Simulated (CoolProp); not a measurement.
Vapour-liquid equilibrium of R1234yf (1) + R1234ze(E) (2) at 0.103 MPa; x and y are mole fractions of (1).

Values from CoolProp's multi-fluid Helmholtz-energy mixture model, Lemmon 2022 and Thol 2016; pair parameters Bell 2022.

```csv
x,"bubble temperature, mixture model (°C)","bubble temperature, Raoult's law (°C)","y, mixture model","y, Raoult's law"
0.05,-19.3,-19.2,0.078,0.076
0.2,-21.3,-21.0,[?],0.281
0.35,[?],-22.7,0.455,0.459
0.5,-24.6,-24.3,0.605,0.613
0.65,-26.0,-25.9,0.739,0.747
0.8,-27.4,-27.3,0.859,0.865
0.95,[?],-28.6,0.967,0.968
```

Problem. What belongs in the gaps?

Solution. 
- 0.2, y, mixture model: 0.283
- 0.35, bubble temperature, mixture model (°C): -23.0
- 0.95, bubble temperature, mixture model (°C): -28.7

The largest gap from Raoult's law is -0.3 K in bubble temperature, at x = 0.35. No azeotrope shows between x = 0.05 and 0.95.

The pair parameters rest on a limited set of measurements; away from them the model extrapolates.
